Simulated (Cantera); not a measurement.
A Cantera script and its output.

```python
import numpy as np
import cantera as ct

gas = ct.Solution("gri30.yaml")
gas.TPX = 850, 570000, {'CO': 0.016, 'O2': 0.013, 'H2O': 0.093, 'N2': 1}
reactor = ct.IdealGasConstPressureReactor(gas, energy="off", clone=False)
net = ct.ReactorNet([reactor])
net.rtol, net.atol = 1e-08, 1e-18
show = ['CO', 'O2', 'H2O', 'CO2', 'O', 'NO', 'HO2']
times = np.geomspace(2e-06, 200, 13)

steps = ct.SolutionArray(gas, extra=["t"])
rows = []
print(f"{'t/s':>10s}{'T/K':>9s}{'P/Pa':>11s}" + "".join(f"{s:>11s}" for s in show))
for t in times:
    while net.time < t:
        t_next = net.step()
        steps.append(gas.state, t=t_next)
    rows.append([np.interp(t, steps.t, y) for y in (steps.T, steps.P, *steps(*show).X.T)])
    print(f"{t:10.3e}{rows[-1][0]:9.1f}{rows[-1][1]:11.4g}" + "".join(f"{x:11.3e}" for x in rows[-1][2:]))
rate = np.gradient(steps.T, steps.t)
print("integrator steps:", len(steps.t))
if steps.T.max() > steps.T[0] + 200:
    print(f"time of steepest temperature rise: {steps.t[rate.argmax()]:.4e} s")
gas.TPX = 850, 570000, {'CO': 0.016, 'O2': 0.013, 'H2O': 0.093, 'N2': 1}
gas.equilibrate("TP")
print(f"equilibrium (TP): T = {gas.T:.1f} K  " + "  ".join(f"{s} {gas[s].X[0]:.3e}" for s in show))
```

Output:

```
       t/s      T/K       P/Pa         CO         O2        H2O        CO2          O         NO        HO2
 2.000e-06    850.0    5.7e+05  1.426e-02  1.159e-02  8.289e-02  3.435e-14  3.392e-14  1.123e-29  4.446e-17
 9.283e-06    850.0    5.7e+05  1.426e-02  1.159e-02  8.289e-02  1.636e-13  1.534e-13  2.803e-28  1.764e-15
 4.309e-05    850.0    5.7e+05  1.426e-02  1.159e-02  8.289e-02  8.731e-13  6.335e-13  7.641e-27  7.807e-14
 2.000e-04    850.0    5.7e+05  1.426e-02  1.159e-02  8.289e-02  5.822e-12  1.819e-12  1.579e-25  1.505e-12
 9.283e-04    850.0    5.7e+05  1.426e-02  1.159e-02  8.289e-02  3.790e-11  2.393e-12  1.666e-24  1.322e-11
 4.309e-03    850.0    5.7e+05  1.426e-02  1.159e-02  8.289e-02  2.262e-10  2.411e-12  1.085e-23  7.055e-11
 2.000e-02    850.0    5.7e+05  1.426e-02  1.159e-02  8.289e-02  1.877e-09  2.485e-12  9.129e-23  3.416e-10
 9.283e-02    850.0    5.7e+05  1.426e-02  1.159e-02  8.289e-02  2.712e-08  2.857e-12  1.378e-21  1.708e-09
 4.309e-01    850.0    5.7e+05  1.426e-02  1.159e-02  8.289e-02  6.333e-07  5.303e-12  3.664e-20  1.066e-08
 2.000e+00    850.0    5.7e+05  1.424e-02  1.157e-02  8.289e-02  2.485e-05  3.024e-11  7.221e-19  9.815e-08
 9.283e+00    850.0    5.7e+05  1.354e-02  1.123e-02  8.292e-02  7.283e-04  1.383e-10  3.293e-17  4.238e-07
 4.309e+01    850.0    5.7e+05  9.039e-03  8.991e-03  8.310e-02  5.259e-03  1.267e-10  1.099e-15  4.397e-07
 2.000e+02    850.0    5.7e+05  2.175e-03  5.573e-03  8.339e-02  1.217e-02  3.009e-11  4.553e-15  2.140e-07
integrator steps: 681
equilibrium (TP): T = 850.0 K  CO 1.358e-14  O2 4.488e-03  H2O 8.348e-02  CO2 1.436e-02  O 2.094e-14  NO 7.055e-07  HO2 4.373e-12
```

Cantera simulation using GRI-Mech 3.0 (53 species, 325 reactions); the numbers are that mechanism's predictions, not measurements.
